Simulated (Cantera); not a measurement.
A Cantera script and what it prints.

```python
import numpy as np
import cantera as ct

gas_names = [...]  # 113 gases of nasa_gas.yaml made of C, H, O, Pb
cond_names = """
    C(gr) C6H6(L) C7H8(L) C8H18(L),n-octa H2O(s) H2O(L) Pb(cr) Pb(L) PbO(rd) PbO(yw) PbO(L) PbO2(s)
    Pb3O4(s)
""".split()


# ... load() reads the species with a 1 bar reference pressure and builds the phases ...
atoms = {
    'PbO': {'Pb': 1, 'O': 1},
    'C': {'C': 1},
    'H2': {'H': 2},
}
top_T = {'C(gr)': 4500, 'Pb3O4(s)': 820}  # K; cautious upper limits of use, not melting points


# ... equilibrate(T, P, feed) seeds the gas with the atoms and calls Mixture.equilibrate('TP', solver="vcs", rtol=1e-11, max_steps=5000) ...
results = []
feed = {'PbO': 1, 'C': 4.9, 'H2': 0.4}  # mol
P = 100000  # Pa
for T in [1625, 1675, 1725, 1775, 1825, 1875, 1925, 1975, 2025, 2075, 2125, 2175, 2225]:
    mix = equilibrate(T, P, feed)
    results.append((T, P, feed, dict(zip(mix.species_names, mix.species_moles))))

top = {s: max(r[3][s] / sum(r[3][g] for g in gas_names) for r in results) for s in gas_names}
cols = sorted((s for s in top if top[s] > 1e-06), key=lambda s: -top[s])[:7]
seen = [c for c in cond_names if any(r[3].get(c, 0) > 1e-12 for r in results)]
print("log10 of partial pressures in bar; condensed amounts in mol")
print(f"{'T/K':>10s}" + "".join(f"{s[:9]:>10s}" for s in cols + seen))
for T, P, feed, n in results:
    ng = sum(n[g] for g in gas_names)
    print(f"{T:10.4g}" + "".join(f"{np.log10(max(n[s] / ng * P / 1e5, 1e-99)):10.3f}" for s in cols)
          + "".join(f"{n.get(c, 0):10.4g}" for c in seen))
```

Output:

```
log10 of partial pressures in bar; condensed amounts in mol
       T/K        CO        Pb        H2         H       Pb2 C2H2,acet       H2O     C(gr)     Pb(L)
      1625    -0.180    -1.127    -0.578    -4.441    -4.188    -5.027    -3.884       3.9     0.887
      1675    -0.197    -0.955    -0.596    -4.233    -3.903    -4.832    -4.048       3.9     0.825
      1725    -0.223    -0.793    -0.621    -4.042    -3.635    -4.656    -4.220       3.9    0.7304
      1775    -0.259    -0.640    -0.658    -3.867    -3.383    -4.504    -4.407       3.9    0.5827
      1825    -0.313    -0.496    -0.712    -3.712    -3.146    -4.380    -4.623       3.9    0.3406
      1875    -0.380    -0.382    -0.778    -3.573    -2.966    -4.278    -4.858       3.9         0
      1925    -0.380    -0.382    -0.779    -3.409    -3.011    -4.118    -4.955       3.9         0
      1975    -0.380    -0.382    -0.779    -3.253    -3.055    -3.966    -5.046     3.899         0
      2025    -0.380    -0.382    -0.779    -3.105    -3.097    -3.823    -5.133     3.899         0
      2075    -0.380    -0.382    -0.780    -2.965    -3.138    -3.686    -5.216     3.899         0
      2125    -0.380    -0.382    -0.781    -2.830    -3.176    -3.557    -5.295     3.899         0
      2175    -0.380    -0.382    -0.782    -2.702    -3.214    -3.433    -5.370     3.898         0
      2225    -0.381    -0.382    -0.783    -2.580    -3.250    -3.316    -5.443     3.898         0
```

Equilibrium computed with Cantera from the NASA thermochemical tables; the gas is ideal and each condensed phase is pure.
